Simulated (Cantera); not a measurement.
Feed: 1 mol Si2Cl6, 82 mol N2, equilibrated at 0.0160 bar.

Method: chemical equilibrium by Gibbs-energy minimisation in Cantera with the NASA 1993 tables (ideal gas, pure condensed phases). Candidate condensed phases: Si, Si3N4; 13 gas species. The feed counts by its element totals alone. N2 is the only nitrogen source here; it is nearly inert below about 1500 K, so the nitride shown seldom forms there in practice. The tables' values for SiCl3 are old estimates; treat these amounts as uncertain. The numbers say what is thermodynamically allowed, not how fast it happens.

x: gas mole fraction; n: condensed amount in mol.

```
T (K)   x N2  x SiCl4   x SiCl2   x SiCl3      x Cl     x Cl2    x SiCl  n Si3N4(s)
-----  -----  -------  --------  --------  --------  --------  --------  ----------
850    0.982   0.0180   2.09e-9   7.29e-7  9.45e-11    <1e-12    <1e-12       0.167
900    0.982   0.0180   1.94e-8   2.71e-6  5.61e-10    <1e-12    <1e-12       0.167
950    0.982   0.0180   1.42e-7   8.75e-6   2.76e-9  3.91e-12    <1e-12       0.167
1000   0.982   0.0180   8.46e-7   2.51e-5   1.16e-8  1.43e-11    <1e-12       0.166
1050   0.982   0.0180   4.24e-6   6.49e-5   4.27e-8  4.65e-11    <1e-12       0.166
1100   0.982   0.0179   1.83e-5  0.000153   1.39e-7  1.35e-10    <1e-12       0.165
1150   0.982   0.0177   6.91e-5  0.000335   4.10e-7  3.57e-10  2.21e-12       0.163
1200   0.982   0.0174       ___  0.000678       ___       ___  2.35e-11       0.159
1250   0.981   0.0167  0.000697   0.00128   2.71e-6   1.93e-9  2.05e-10       0.148
1300   0.981   0.0154   0.00188   0.00221   6.18e-6   3.97e-9   1.49e-9       0.125
1350   0.979   0.0131   0.00449   0.00344   1.30e-5   7.42e-9   9.18e-9      0.0802
1400   0.976  0.00971   0.00935   0.00462       ___       ___   4.76e-8         ___
1450   0.976  0.00940   0.00947   0.00494   7.22e-5   4.90e-8   7.14e-8           0
1500   0.976  0.00920   0.00939   0.00522  0.000198   1.83e-7   1.01e-7           0
```

**Question.** Some entries are withheld; supply them.

**Answer.** 
- 1200, x SiCl2: 0.000232
- 1200, x Cl: 1.10e-6
- 1200, x Cl2: 8.66e-10
- 1400, x Cl: 2.49e-5
- 1400, x Cl2: 1.23e-8
- 1400, n Si3N4(s): 0.00358
